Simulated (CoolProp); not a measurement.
Model: reference Helmholtz-energy equation of state, Zhou 2012, in CoolProp.

Problem. Give the vapour pressure (bar), enthalpy of vaporisation (kJ/kg), liquid cp (kJ/(kg K)) of saturated o-xylene at 37.25, 41.65, 58.95 °C.

Solution. 
```csv
T (°C),p (bar),enthalpy of vaporisation (kJ/kg),liquid cp (kJ/(kg K))
37.25,0.0178,402,1.80
41.65,0.0225,400,1.82
58.95,0.0520,391,1.87
```
